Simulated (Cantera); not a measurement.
# NO annealing gas

An isothermal, constant-pressure homogeneous reactor starts with NO : N2 = 1 : 0.58 (molar parts), at 2198 K and 405 Torr.

Model: GRI-Mech 3.0 (53 species, 325 reactions), integrated in Cantera.

```csv
t (s),x NO,x NO2,x N2O,x O2,x N2,x O
0.000800,0.631,0.000140,0.000195,0.000616,0.368,0.000468
0.00216,0.627,0.000155,0.000194,0.00260,0.370,0.000515
0.00581,0.616,0.000175,0.000185,0.00810,0.375,0.000581
0.0157,0.585,0.000217,0.000163,0.0233,0.391,0.000731
0.0422,0.502,0.000274,0.000115,0.0645,0.432,0.00103
0.114,0.316,0.000259,4.29e-5,0.157,0.525,0.00149
0.307,0.0972,0.000103,4.20e-6,0.267,0.634,0.00190
0.826,0.0213,2.40e-5,6.31e-7,0.304,0.672,0.00202
2.23,0.0142,1.61e-5,5.36e-7,0.308,0.676,0.00203
6.00,0.0142,1.61e-5,5.36e-7,0.308,0.676,0.00203
```
x: mole fraction; the columns are a selection and need not sum to one.

Equilibrium at this temperature and pressure: NO 0.0142, NO2 1.61e-5, N2O 5.36e-7, O2 0.308, N2 0.676, O 0.00203 (gas phase only).
